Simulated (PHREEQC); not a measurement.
Dissolve 0.016 mol NaOH and 0.0076 mol K2SiO3 per kg of water at 25 °C. Closed to the air; pH follows from the charge balance.

All values are PHREEQC results (ion-association model, phreeqc.dat), not measurements.

pH: 12.27
ionic strength: 0.0325 mol/kgw
total alkalinity: 31.2 meq/kg

```csv
species,molality,activity,log γ
OH-,0.0223,0.0187,-0.076
Na+,0.0160,0.0136,-0.071
K+,0.0152,0.0128,-0.076
H3SiO4-,0.00631,0.00532,-0.074
H2SiO4-2,0.00127,0.000671,-0.279
H4SiO4,1.93e-5,1.94e-5,0.003
```

This is a speciation only: nothing precipitates in the calculation.
